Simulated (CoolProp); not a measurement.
Computed with CoolProp (reference Helmholtz-energy equation of state, Thol 2017).

**Question.** Give the vapour pressure (MPa), vapour Z, surface tension (mN/m) of saturated octamethyltrisiloxane (MDM) at 320.8, 426.8 K.

**Answer.** 
```tsv
T (K)	p (MPa)	vapour Z	surface tension (mN/m)
320.8	0.00193	0.996	14.6
426.8	0.104	0.924	6.30
```

Surface tension comes from a separate correlation (Mulero 2014), older than this fluid's equation and unchecked against measurements.
